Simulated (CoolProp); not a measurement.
Vapour pressure (bar) of hydrogen sulfide: the reference equation beside estimates from Tc = 373.1 K, pc = 89.99 bar, ω = 0.101. Clausius-Clapeyron is anchored at 273.7 K with a constant enthalpy of vaporisation of 15.74 kJ/mol.

The numbers come from the reference Helmholtz-energy equation of state, Lemmon 2006 in CoolProp. It is a short technical equation, of lower accuracy than the large ones.

| T (K) | reference | Lee-Kesler | Clausius-Clapeyron | Soave-Redlich-Kwong | Peng-Robinson |
|---|---|---|---|---|---|
| 256.2 | 6.062 | 6.056 | 6.541 | 6.052 | 6.066 |
| 260.6 | 7.011 | 7.009 | 7.410 | 7.006 | 7.010 |
| 264.9 | 8.040 | 8.043 | 8.338 | 8.045 | 8.035 |
| 269.3 | 9.206 | 9.213 | 9.371 | 9.221 | 9.196 |
| 273.7 | 10.49 | 10.50 | 10.49 | 10.52 | 10.48 |
| 278.1 | 11.91 | 11.92 | 11.71 | 11.95 | 11.89 |
| 282.4 | 13.42 | 13.44 | 12.98 | 13.49 | 13.40 |
| 286.8 | (withheld) | 15.13 | 14.39 | 15.20 | 15.09 |
| 291.2 | 16.95 | (withheld) | 15.90 | 17.06 | 16.93 |
| 295.6 | 18.94 | 18.97 | (withheld) | 19.09 | 18.93 |
| 299.9 | 21.05 | 21.08 | 19.20 | 21.24 | 21.05 |
| 304.3 | 23.38 | 23.41 | 21.04 | 23.61 | 23.39 |
| 308.7 | 25.89 | 25.92 | 22.99 | 26.17 | 25.92 |
| 313.1 | 28.59 | 28.61 | 25.06 | 28.92 | 28.64 |
| 317.4 | 31.43 | 31.44 | 27.20 | 31.80 | 31.49 |

Problem. Fill in the missing entries.

Solution. 
- 286.8, reference: 15.11
- 291.2, Lee-Kesler: 16.97
- 295.6, Clausius-Clapeyron: 17.52

Absolute difference from the reference over all 15 rows, mean and median: Lee-Kesler 0.1 and 0.1 %, Clausius-Clapeyron 6.6 and 6.2 %, Soave-Redlich-Kwong 0.6 and 0.6 %, Peng-Robinson 0.1 and 0.1 %.
